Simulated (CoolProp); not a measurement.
Vapour-liquid equilibrium of n-octane (1) + n-dodecane (2) at 193 kPa; x and y are mole fractions of (1).

Computed with CoolProp (multi-fluid Helmholtz-energy mixture model, Beckmüller 2019 and Lemmon 2004; pair parameters Bell 2016).

Task: Give the bubble temperature and the first vapour's composition at x = 0.125, 0.275, 0.425. Is there an azeotrope?

Result: x = 0.125: 497.6 K, y = 0.418; x = 0.275: 476.8 K, y = 0.697; x = 0.425: 460.5 K, y = 0.841. No azeotrope shows between x = 0.05 and 0.95.

The pair parameters rest on a limited set of measurements; away from them the model extrapolates.
